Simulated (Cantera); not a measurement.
# Stirred combustor or abatement burner

A perfectly stirred reactor is fed with 24.2 % H2, 15.1 % O2, 56.8 % N2, 3.87 % H2O, equivalence ratio 0.80, at 3830 Torr; it is adiabatic with a 650 K inlet, and is followed from long to short residence time, starting on the burning branch (τ in s: 0.046, 0.022, 0.011, 0.005, 0.0024, 0.0011, 0.00055, 0.00026, 0.00012, 6e-05).

Cantera simulation using the H2/O2 subset of GRI-Mech 3.0, which has no nitrogen chemistry; the numbers are that mechanism's predictions, not measurements. The hydrogen kinetics of GRI-Mech 3.0 are dated; newer H2 mechanisms differ, most at raised pressure.

| τ (s) | T (K) | x H2 | x O2 | x HO2 | x H2O2 | x H | x O |
|---|---|---|---|---|---|---|---|
| 0.046 | 2359 | 0.00224 | 0.0335 | 6.54e-6 | 6.62e-7 | 0.000280 | 0.000574 |
| 0.022 | 2358 | 0.00228 | 0.0335 | 6.59e-6 | 6.64e-7 | 0.000287 | 0.000581 |
| 0.011 | 2357 | 0.00236 | 0.0335 | 6.68e-6 | 6.68e-7 | 0.000300 | 0.000596 |
| 0.0050 | 2355 | 0.00255 | 0.0335 | 6.89e-6 | 6.76e-7 | 0.000333 | 0.000632 |
| 0.0024 | 2351 | 0.00291 | 0.0336 | 7.31e-6 | 6.93e-7 | 0.000398 | 0.000700 |
| 0.0011 | 2341 | 0.00364 | 0.0337 | 8.23e-6 | 7.32e-7 | 0.000546 | 0.000846 |
| 0.00055 | 2327 | 0.00480 | 0.0340 | 9.87e-6 | 7.98e-7 | 0.000816 | 0.00109 |
| 0.00026 | 2302 | 0.00683 | 0.0345 | 1.32e-5 | 9.20e-7 | 0.00139 | 0.00153 |
| 0.00012 | 2261 | 0.0100 | 0.0355 | 1.94e-5 | 1.12e-6 | 0.00255 | 0.00228 |
| 6.0e-5 | 2208 | 0.0139 | 0.0368 | 2.88e-5 | 1.36e-6 | 0.00437 | 0.00327 |
x: mole fraction; the columns are a selection and need not sum to one.
